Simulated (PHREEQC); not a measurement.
A PHREEQC input (ion-association model, phreeqc.dat):

```
SOLUTION 1
  temp 35
  units mg/kgw
  pH 6.65
  pe 10
  Na 3.24
  K 5.28
  Ca 3.29
  Mg 0.711
  Cl 6.24
  S(6) 1.29 as SO4
  Alkalinity 18.6 as HCO3 charge
  Br 0.0976
  O(0) 0.0732
END
USE solution 1
EQUILIBRIUM_PHASES 1
  Gypsum 0 0
  CO2(g) -3.4 10
END
```

It stops with these messages:

```
ERROR: Alkalinity cannot be used with charge balance or solution phase boundary constraints.
ERROR: Program terminating due to input errors.
```

The fault: charge balance asked on alkalinity. The line should read `as HCO3` where the input has `as HCO3 charge`. With the mend the run ends at pH 7.75 and ionic strength 0.000627 mol/kgw.
